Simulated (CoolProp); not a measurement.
Vapour-liquid equilibrium of R114 (1) + benzene (2) at 11.05 °C; x and y are mole fractions of (1).

Values from CoolProp's multi-fluid Helmholtz-energy mixture model, Platzer 1990 and Thol 2012; pair parameters Bell 2016. This equation is an older, rougher fit; its heat capacities, sound speeds and derivatives of the liquid may be far off and weren't checked against measurements.

**Question.** Give the bubble pressure and the first vapour's composition at x = 0.2, 0.8, 0.95. Is there an azeotrope?

**Answer.** x = 0.2: 0.06694 MPa, y = 0.916; x = 0.8: 0.1141 MPa, y = 0.973; x = 0.95: 0.1280 MPa, y = 0.992. No azeotrope shows between x = 0.05 and 0.95.

The pair parameters rest on a limited set of measurements; away from them the model extrapolates. With so large a gap from Raoult's law the liquid may split in two, which this calculation doesn't test in full.
